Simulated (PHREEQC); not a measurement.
A column of 0.5 m (30 cells, dispersivity 0.04 m, 300 s a shift, diffusion coefficient 3e-10 m²/s) holds 0.0024 eq of the database's cation exchanger X per kg of pore water, first in equilibrium with 2.9 mmol/kgw LiCl, 4.7 mmol/kgw CaCl2, 3.9 mmol/kgw MgCl2 and 0.01 mmol/kgw HCl. It is flushed with 0.73 mmol/kgw MnCl2, 0.72 mmol/kgw CdCl2 and 0.01 mmol/kgw HCl, at 15 °C. Values are for the last cell. No CO2 enters from the air. Nothing may precipitate in this run.

Base run: PHREEQC, ion-association model, phreeqc.dat. Each further column changes one thing. The table gives Mn in solution (mol/kgw).

```tsv
pore volumes	base	exchange capacity from 0.0024 to 0.0012 eq/kgw	dispersivity from 0.04 to 0.08 m
0	0	0	0
0.4167	5.28e-6	7.72e-6	[?]
0.95	0.000209	0.000280	0.000274
1.35	0.000337	0.000451	0.000392
1.75	0.000434	0.000555	0.000465
2.283	0.000563	[?]	0.000546
2.683	0.000635	0.000694	[?]
3.083	0.000679	0.000715	0.000641
3.617	0.000709	[?]	0.000679
4.017	0.000720	[?]	0.000697
```

Problem. Complete the blanks.

Solution. 
- 0.4167, dispersivity from 0.04 to 0.08 m: 3.10e-5
- 2.283, exchange capacity from 0.0024 to 0.0012 eq/kgw: 0.000653
- 2.683, dispersivity from 0.04 to 0.08 m: 0.000599
- 3.617, exchange capacity from 0.0024 to 0.0012 eq/kgw: 0.000725
- 4.017, exchange capacity from 0.0024 to 0.0012 eq/kgw: 0.000728
